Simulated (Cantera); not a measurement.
A closed system holds: 1 mol HI, 0.71 mol O₂, at 0.00133 bar.

Method: chemical equilibrium by Gibbs-energy minimisation in Cantera with the NASA 1993 tables (ideal gas, pure condensed phases). Candidate condensed phases: H₂O, I₂; 12 gas species. Rates play no part.

Task: At 950 °C, list the 6 most abundant gas species with their mole fractions, and the condensed phases.

Result: I 0.504, H₂O 0.256, O₂ 0.236, I₂ 0.00374, HI 0.000154, OH 3.50e-5. Condensed: gas only.
